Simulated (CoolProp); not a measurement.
R142b along the isotherm 196.85 °C: Z from the reference equation and from simpler models built on Tc = 137.1 °C, pc = 4.055 MPa, ω = 0.232; each cubic takes its own stable root.

The numbers come from the reference Helmholtz-energy equation of state, Lemmon 2006 in CoolProp. It is a short technical equation, of lower accuracy than the large ones.

| p (MPa) | phase | reference |
|---|---|---|
| 0.78 | gas | 0.9573 |
| 1.56 | gas | 0.9127 |
| 2.34 | gas | 0.8657 |
| 3.12 | gas | 0.8162 |
| 3.9 | gas | 0.7639 |
| 4.68 | supercritical | 0.7090 |
| 5.46 | supercritical | 0.6525 |
| 6.24 | supercritical | 0.5966 |
| 7.02 | supercritical | 0.5457 |
| 7.8 | supercritical | 0.5058 |
| 8.58 | supercritical | 0.4810 |
| 9.36 | supercritical | 0.4704 |
| 10.1 | supercritical | 0.4699 |

**Question.** How far does each simpler model (van der Waals, Redlich-Kwong, Peng-Robinson) lie from the reference over these 13 states: mean and median of the absolute difference, and the worst?

**Answer.** 
- van der Waals: mean 5.0 %, median 3.6 %, worst +13.9 % at 196.85 °C and 10.1 MPa
- Redlich-Kwong: mean 2.3 %, median 2.0 %, worst +6.9 % at 196.85 °C and 10.1 MPa
- Peng-Robinson: mean 3.1 %, median 1.7 %, worst +8.3 % at 196.85 °C and 10.1 MPa
